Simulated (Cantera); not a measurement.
## Premixed flame

A freely propagating, adiabatic, planar premixed flame of 6.78 % CH4, 17.8 % O2, 67.1 % N2, 8.14 % CO2, 0.163 % H2, equivalence ratio 0.77, unburnt at 425 K and 0.133 bar; mixture-averaged transport, grid criteria slope 0.08 and curve 0.16, no radiation.

Model: GRI-Mech 3.0 (53 species, 325 reactions), integrated in Cantera. Burning velocities carry a grid error of a few per cent, more on coarse grids.

```csv
z (mm),T (K),u (m/s),x CH4,x O2,x CO2,x CH2CO,x CH2,x C2H
-9.62,425,0.538,0.0678,0.178,0.0814,<1e-8,<1e-8,<1e-8
-6.41,426,0.539,0.0677,0.178,0.0813,<1e-8,<1e-8,<1e-8
-4.81,430,0.545,0.0673,0.178,0.0812,<1e-8,<1e-8,<1e-8
-3.21,468,0.595,0.0648,0.175,0.0811,5.13e-8,<1e-8,<1e-8
-1.60,757,0.972,0.0478,0.152,0.0831,2.34e-6,1.02e-7,<1e-8
-0.801,1080,1.40,0.0274,0.121,0.0883,1.34e-5,2.54e-6,<1e-8
0,1397,1.81,0.00710,0.0839,0.0981,2.13e-5,1.26e-5,<1e-8
0.801,1520,1.97,0.000604,0.0631,0.109,2.98e-6,2.36e-6,<1e-8
1.60,1552,2.01,2.72e-5,0.0563,0.117,8.50e-8,1.20e-7,<1e-8
3.21,1587,2.05,9.66e-8,0.0525,0.125,<1e-8,<1e-8,<1e-8
6.41,1632,2.10,<1e-8,0.0504,0.130,<1e-8,<1e-8,<1e-8
12.8,1688,2.16,<1e-8,0.0485,0.133,<1e-8,<1e-8,<1e-8
25.6,1747,2.23,<1e-8,0.0465,0.137,<1e-8,<1e-8,<1e-8
```
x: mole fraction of selected species; z is measured from the peak of heat release.

laminar burning velocity: 53.7 cm/s
thermal thickness: 3.21 mm
peak x(CH2CO): 2.35e-5
peak x(CH2): 1.27e-5
peak x(C2H): <1e-8
grid points: 150
